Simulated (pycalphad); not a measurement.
## Effect of Mn content in Ti-Si-Mn

Source of the numbers: pycalphad with the COST 507 light-alloy database (1999); pressure 1 atm. The data set is of 1999 and partly superseded. The system is extrapolated from its subsystems; higher-order compounds may be missing. Amounts are mole fractions of atoms.

```
alloy                     liquidus (K)  first solid  solidus (K)              phases at 1025 K
------------------------  ------------  -----------  -----------  ----------------------------
Ti-0.85Si-6.63Mn (at.%)            [?]       BCC_A2          [?]                   BCC_A2 1.00
Ti-0.85Si-8.84Mn (at.%)           1811       BCC_A2         1647                   BCC_A2 1.00
Ti-0.85Si-13.26Mn (at.%)          1751       BCC_A2         1578                   BCC_A2 1.00
Ti-0.85Si-26.52Mn (at.%)          1566       BCC_A2         1439  BCC_A2 0.80, ALPHA_TIMN 0.20
```

Some entries are withheld; supply them.


- Ti-0.85Si-6.63Mn (at.%), liquidus (K): 1840
- Ti-0.85Si-6.63Mn (at.%), solidus (K): 1687

Database names, with the compositions (at.%) that they take in these runs: ALPHA_TIMN: Ti 50 Mn 50. BCC_A2 is bcc.
